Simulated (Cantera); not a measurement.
Charge: 1 mol C₃H₆, 0.056 mol NH₃, 2.5 mol N₂, at 1898 K and 0.00860 bar.

Equilibrium computed with Cantera from the NASA thermochemical tables; the gas is ideal and each condensed phase is pure. Candidate condensed phases: C, C₆H₆, C₇H₈, C₈H₁₈; 92 gas species. Rates play no part.

Base state: H₂ 0.542, N₂ 0.447, H 0.00621, HCN 0.00475, HNC 0.000222, C₂H₂ (acetylene) 0.000204 (mole fractions); condensed: C(graphite).

### Question
What changes in the equilibrium state with this change: temperature from 1898 K to 1598.15 K?

### Answer
| species | before | after |
|---|---|---|
| H₂ | 0.542 | 0.549 |
| N₂ | 0.447 | 0.450 |
| HCN | 0.00475 | 0.00101 |
| H | 0.00621 | 0.000426 |
| C₂H₂ (acetylene) | 0.000204 | 1.48e-5 |
| HNC | 0.000222 | 2.29e-5 |
| C(graphite), mol | 2.97 | 2.99 |

### Question
What changes in the equilibrium state with this change: temperature from 1898 K to 2400 K?

### Answer
| species | before | after |
|---|---|---|
| H₂ | 0.542 | 0.445 |
| N₂ | 0.447 | 0.412 |
| H | 0.00621 | 0.114 |
| HCN | 0.00475 | 0.0233 |
| C₃ | <1e-9 | 1.14e-5 |
| C₂H | 3.03e-8 | 4.59e-5 |
| C(graphite), mol | 2.97 | 2.81 |

### Question
What changes in the equilibrium state with this change: temperature from 1898 K to 1198 K?

### Answer
| species | before | after |
|---|---|---|
| H₂ | 0.542 | 0.549 |
| N₂ | 0.447 | 0.450 |
| CH₄ | 1.43e-6 | 4.16e-5 |
| H | 0.00621 | 1.52e-6 |
| HCN | 0.00475 | 3.63e-5 |
| C₂H₂ (acetylene) | 0.000204 | 5.43e-8 |
| HNC | 0.000222 | 1.79e-7 |
| C(graphite), mol | 2.97 | 3.00 |
